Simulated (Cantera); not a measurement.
Feed: 1 mol SrCl2, 0.43 mol H2, a varied amount of N2, 0.11 mol HCl, equilibrated at 1552 °C and 0.420 Pa.

Equilibrium computed with Cantera from the NASA thermochemical tables; the gas is ideal and each condensed phase is pure. Candidate condensed phases: NH4Cl, Sr, SrCl2; 15 gas species. The numbers say what is thermodynamically allowed, not how fast it happens.

Question: At 35 mol N2, list the 4 most abundant gas species with their mole fractions, and the condensed phases.

Answer: N2 0.941, SrCl2 0.0193, H 0.0138, Cl 0.0103. Condensed: gas only.
